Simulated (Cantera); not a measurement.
Si2H6 + O2 + N2 (silicon oxide and oxynitride deposition)

Charge: 1 mol Si2H6, 1.4 mol O2, 19 mol N2, at 1225 K and 28.0 mbar.

These are equilibrium values from Cantera (NASA tables, ideal gas, pure condensed phases), not measurements of a reactor. Candidate condensed phases: H2O, Si, SiO2, Si2N2O, Si3N4; 35 gas species. The feed counts by its element totals alone. N2 is the only nitrogen source here; it is nearly inert below about 1500 K, so the nitride shown seldom forms there in practice. Mutual solubility and eutectic melting of coexisting phases are not modelled. The tables hold silica as quartz up to 1696 K and as liquid above; real silica turns to tridymite and cristobalite and melts near 1996 K. Rates play no part.

```json
{
  "x(N2)": "0.861",
  "x(H2)": "0.139",
  "x(H2O)": "1.50e-5",
  "n(SiO2(β-quartz))": "1.20 mol",
  "n(Si2N2O(s))": "0.400 mol",
  "gas_amount": "21.60 mol",
  "log10 activity of Si(s) (absent)": "-6.18"
}
```
